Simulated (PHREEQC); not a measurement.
A column of 0.5 m (40 cells, dispersivity 0.025 m, 3600 s a shift, diffusion coefficient 3e-10 m²/s) holds 0.0058 eq of the database's cation exchanger X per kg of pore water, first in equilibrium with 0.0098 mol KCl, 7e-05 mol PbCl2, 0.029 mol MnCl2 and 1e-05 mol HCl per kg of water. It is flushed with 7.8 mmol/kgw ZnCl2 and 0.01 mmol/kgw HCl, at 25 °C. Values are for the last cell. The system is closed to CO2. Nothing may precipitate in this run.

Computed with PHREEQC (ion-association model, phreeqc.dat).

```json
[
 {"pore volumes": "0", "Zn in solution (mol/kgw)": "0", "K in solution (mol/kgw)": "0.00980", "Mn in solution (mol/kgw)": "0.0290"},
 {"pore volumes": "0.2125", "Zn in solution (mol/kgw)": "2.55e-12", "K in solution (mol/kgw)": "0.00980", "Mn in solution (mol/kgw)": "0.0290"},
 {"pore volumes": "0.4125", "Zn in solution (mol/kgw)": "3.14e-6", "K in solution (mol/kgw)": "0.00979", "Mn in solution (mol/kgw)": "0.0289"},
 {"pore volumes": "0.6125", "Zn in solution (mol/kgw)": "0.000160", "K in solution (mol/kgw)": "0.00928", "Mn in solution (mol/kgw)": "0.0271"},
 {"pore volumes": "0.9125", "Zn in solution (mol/kgw)": "0.00132", "K in solution (mol/kgw)": "0.00630", "Mn in solution (mol/kgw)": "0.0178"},
 {"pore volumes": "1.113", "Zn in solution (mol/kgw)": "(withheld)", "K in solution (mol/kgw)": "0.00401", "Mn in solution (mol/kgw)": "0.0114"},
 {"pore volumes": "1.312", "Zn in solution (mol/kgw)": "0.00373", "K in solution (mol/kgw)": "0.00231", "Mn in solution (mol/kgw)": "0.00686"},
 {"pore volumes": "1.512", "Zn in solution (mol/kgw)": "0.00501", "K in solution (mol/kgw)": "0.00123", "Mn in solution (mol/kgw)": "0.00393"},
 {"pore volumes": "1.712", "Zn in solution (mol/kgw)": "0.00610", "K in solution (mol/kgw)": "(withheld)", "Mn in solution (mol/kgw)": "0.00213"},
 {"pore volumes": "1.913", "Zn in solution (mol/kgw)": "0.00686", "K in solution (mol/kgw)": "0.000296", "Mn in solution (mol/kgw)": "0.00109"},
 {"pore volumes": "2.112", "Zn in solution (mol/kgw)": "0.00731", "K in solution (mol/kgw)": "0.000137", "Mn in solution (mol/kgw)": "0.000538"},
 {"pore volumes": "2.413", "Zn in solution (mol/kgw)": "0.00763", "K in solution (mol/kgw)": "4.10e-5", "Mn in solution (mol/kgw)": "(withheld)"},
 {"pore volumes": "2.612", "Zn in solution (mol/kgw)": "(withheld)", "K in solution (mol/kgw)": "1.80e-5", "Mn in solution (mol/kgw)": "(withheld)"},
 {"pore volumes": "2.812", "Zn in solution (mol/kgw)": "(withheld)", "K in solution (mol/kgw)": "7.80e-6", "Mn in solution (mol/kgw)": "(withheld)"},
 {"pore volumes": "3.013", "Zn in solution (mol/kgw)": "0.00778", "K in solution (mol/kgw)": "3.35e-6", "Mn in solution (mol/kgw)": "1.71e-5"}
]
```

Q: Complete the blanks.

A: 
- 1.113, Zn in solution (mol/kgw): 0.00246
- 1.712, K in solution (mol/kgw): 0.000618
- 2.413, Mn in solution (mol/kgw): 0.000177
- 2.612, Zn in solution (mol/kgw): 0.00772
- 2.612, Mn in solution (mol/kgw): 8.21e-5
- 2.812, Zn in solution (mol/kgw): 0.00776
- 2.812, Mn in solution (mol/kgw): 3.77e-5
